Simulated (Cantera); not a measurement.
Gas mixture: N2O : O2 = 0.16 : 0.17 (molar parts), at 0.0133 bar, frozen composition.

Cantera's kinetic-theory transport with the Lennard-Jones parameters of GRI-Mech 3.0, ideal gas; thermal conductivity in the multicomponent form. The composition is frozen, though it would react at the higher temperatures.

One state of this run: ρ (kg/m³) = 0.00933; cp (J/kg/K) = 1079; μ (µPa s) = 32.1; λ (mW/m/K) = 47.5; Pr = 0.730; D (cm²/s) H = 334; D (cm²/s) CH4 = 58.7; D (cm²/s) CO2 = 40.7. D: mixture-averaged diffusion coefficient of that species in the mixture.

**Question.** Which value of T (K) does it belong to?
(A) 400
(B) 1400
(C) 1650
(D) 650

**Answer.** D, 650
